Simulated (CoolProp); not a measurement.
Computed with CoolProp (reference Helmholtz-energy equation of state, Zhou 2012).

### Question
For o-xylene, give the phase and the speed of sound (m/s), Joule-Thomson coefficient (K/MPa), viscosity (µPa s), Prandtl number at 291.65 °C and 1.85 MPa; 319.25 °C and 1.85 MPa.

### Answer
- 291.65 °C and 1.85 MPa: liquid; speed of sound 364, Joule-Thomson coefficient 0.555, viscosity 95.7, Prandtl number 3.65
- 319.25 °C and 1.85 MPa: gas; speed of sound 157, Joule-Thomson coefficient 14.7, viscosity 13.7, Prandtl number 0.811

Viscosity comes from a separate model (Cao 2016). Thermal conductivity comes from a separate model (Mylona 2014).
